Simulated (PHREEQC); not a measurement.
A solution holds 48 mmol/kgw NH4HF2 and 0.083 mmol/kgw H4SiO4, at 25 °C. Closed to the air; pH follows from the charge balance.

Equilibrium calculation in PHREEQC: ion-association model, phreeqc.dat.

No solid was allowed to form.

### Question
Estimate the pH, ionic strength.

### Answer
pH 3.10; ionic strength 0.0490 mol/kgw.

### Question
In which forms is F present?

### Answer
F- 44 %, HF 42 %, HF2- 14 %, SiF6-2 0.5 % of the F.

Species that the database lacks are ignored. SiF6-2 is the database's only silicon fluoride.
